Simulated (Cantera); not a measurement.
A perfectly stirred reactor is fed with CH3OH : O2 : N2 = 1 : 1.15 : 4.34 (molar parts), at 5.60 bar; it is adiabatic with a 498 K inlet, and is followed from long to short residence time, starting on the burning branch (τ in s: 0.44, 0.2, 0.088, 0.039, 0.017, 0.0078, 0.0035, 0.0016, 0.00069, 0.00031, 0.00014, 6.2e-05, 2.8e-05).

Model: GRI-Mech 3.0 (53 species, 325 reactions), integrated in Cantera. GRI-Mech 3.0 was tuned for natural gas; its chemistry of methanol as a main component is partial and can be far from experiment.

One state of this run: T (K) = 2208; x CH3OH = 3.67e-6; x O2 = 0.000252; x CH4 = 4.68e-6; x HCN = 5.24e-7; x HCO = 2.21e-7; x H2O = 0.235; x C2H4 = 7.14e-10. x: mole fraction; the columns are a selection and need not sum to one.

Question: Which value of τ (s) does it belong to?
A. 0.44
B. 0.0078
C. 0.0016
D. 0.20

Answer: B, 0.0078
